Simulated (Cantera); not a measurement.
Standard-state values (1 bar) from the NASA 1993 polynomials, evaluated with Cantera. Values are per mole of reaction as written; species without (g) are pure solids or liquids, kept so even where they would boil at 1 bar.

Cs + HCl(g) + O(g) = Cl(g) + CsOH

```json
[
 {"T (K)": "698", "ΔH° (kJ)": "(withheld)", "ΔS° (J/K)": "(withheld)", "ΔG° (kJ)": "(withheld)", "log10 K": "(withheld)"},
 {"T (K)": "748", "ΔH° (kJ)": "(withheld)", "ΔS° (J/K)": "(withheld)", "ΔG° (kJ)": "(withheld)", "log10 K": "(withheld)"},
 {"T (K)": "798", "ΔH° (kJ)": "-432.3", "ΔS° (J/K)": "-134.4", "ΔG° (kJ)": "-325.0", "log10 K": "21.27"},
 {"T (K)": "848", "ΔH° (kJ)": "-431.1", "ΔS° (J/K)": "-133.0", "ΔG° (kJ)": "-318.3", "log10 K": "19.61"},
 {"T (K)": "898", "ΔH° (kJ)": "(withheld)", "ΔS° (J/K)": "(withheld)", "ΔG° (kJ)": "(withheld)", "log10 K": "(withheld)"},
 {"T (K)": "948", "ΔH° (kJ)": "(withheld)", "ΔS° (J/K)": "(withheld)", "ΔG° (kJ)": "(withheld)", "log10 K": "(withheld)"},
 {"T (K)": "998", "ΔH° (kJ)": "-427.8", "ΔS° (J/K)": "-129.4", "ΔG° (kJ)": "-298.6", "log10 K": "15.63"}
]
```

Task: Some entries are withheld; supply them.

Result: 
- 698, ΔH° (kJ): -434.7
- 698, ΔS° (J/K): -137.6
- 698, ΔG° (kJ): -338.6
- 698, log10 K: 25.34
- 748, ΔH° (kJ): -433.5
- 748, ΔS° (J/K): -136.0
- 748, ΔG° (kJ): -331.8
- 748, log10 K: 23.17
- 898, ΔH° (kJ): -430.0
- 898, ΔS° (J/K): -131.7
- 898, ΔG° (kJ): -311.7
- 898, log10 K: 18.13
- 948, ΔH° (kJ): -428.8
- 948, ΔS° (J/K): -130.5
- 948, ΔG° (kJ): -305.1
- 948, log10 K: 16.81
